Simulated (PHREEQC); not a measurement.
Consider water at 25 °C with 0.0021 mol/kgw HF, 0.013 mol/kgw NH4HF2 and 0.00012 mol/kgw H2SiF6. Closed to the air; pH follows from the charge balance.

Model: ion-association model, phreeqc.dat, run in PHREEQC.

### Question
The ionic strength comes out as 0.0140 mol/kgw. What activity coefficients do NH4+, SiF6-2, H+, HF2-, F- get?

### Answer
NH4+ 0.88, SiF6-2 0.63, H+ 0.90, HF2- 0.89, F- 0.89.

This is a speciation only: nothing precipitates in the calculation. Species that the database lacks are ignored. SiF6-2 is the database's only silicon fluoride.
